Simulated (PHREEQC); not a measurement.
A solution holds 2 mmol/kgw HF, 25 mmol/kgw Na2HPO4 and 0.34 mmol/kgw NaCl, at 25 °C. Closed to the air; pH follows from the charge balance.

Equilibrium calculation in PHREEQC: ion-association model, wateq4f.dat.

Q: The ionic strength comes out as 0.0715 mol/kgw. What activity coefficients do F-, Na+, PO4-3, Cl-, NaHPO4- get?

A: F- 0.79, Na+ 0.80, PO4-3 0.14, Cl- 0.79, NaHPO4- 0.81.

This is a speciation only: nothing precipitates in the calculation. H3PO4, which wateq4f.dat lacks, is added to it with the constant of phreeqc.dat.
